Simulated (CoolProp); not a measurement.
Model: reference Helmholtz-energy equation of state, Bücker 2006, in CoolProp.

For isobutane, give the phase and the density (kg/m³), speed of sound (m/s), fugacity coefficient at 324.8 K and 4.21 bar; 335.8 K and 4.21 bar; 412.9 K and 4.21 bar.


- 324.8 K and 4.21 bar: gas; density 9.94, speed of sound 208, fugacity coefficient 0.919
- 335.8 K and 4.21 bar: gas; density 9.51, speed of sound 213, fugacity coefficient 0.927
- 412.9 K and 4.21 bar: gas; density 7.41, speed of sound 243, fugacity coefficient 0.963
